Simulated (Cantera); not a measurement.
NO annealing gas

An isothermal, constant-pressure homogeneous reactor starts with 7.69 % NO, 92.3 % N2, at 2100 K and 0.0133 bar.

Computed with Cantera and GRI-Mech 3.0 (53 species, 325 reactions). Radical loss at walls, strong at low pressure, is not modelled.

```tsv
t (s)	x NO	x O	x N2O	x NO2	x N2
1.00e-6	0.0769	1.83e-10	1.83e-10	<1e-12	0.923
5.34e-6	0.0769	9.77e-10	9.76e-10	<1e-12	0.923
2.85e-5	0.0769	5.22e-9	5.21e-9	<1e-12	0.923
0.000152	0.0769	2.79e-8	2.77e-8	2.05e-12	0.923
0.000811	0.0769	1.52e-7	1.45e-7	5.40e-11	0.923
0.00433	0.0769	8.88e-7	6.95e-7	1.09e-9	0.923
0.0231	0.0769	6.19e-6	2.25e-6	1.28e-8	0.923
0.123	0.0769	4.18e-5	2.92e-6	9.47e-8	0.923
0.658	0.0763	0.000222	2.75e-6	4.84e-7	0.923
3.51	0.0681	0.000823	1.91e-6	1.62e-6	0.927
18.7	0.0169	0.00203	1.16e-7	1.07e-6	0.952
100	0.00450	0.00227	3.20e-8	3.12e-7	0.958
```
x: mole fraction; the columns are a selection and need not sum to one.

Equilibrium at this temperature and pressure: NO 0.00450, O 0.00227, N2O 3.20e-8, NO2 3.12e-7, N2 0.958 (gas phase only).
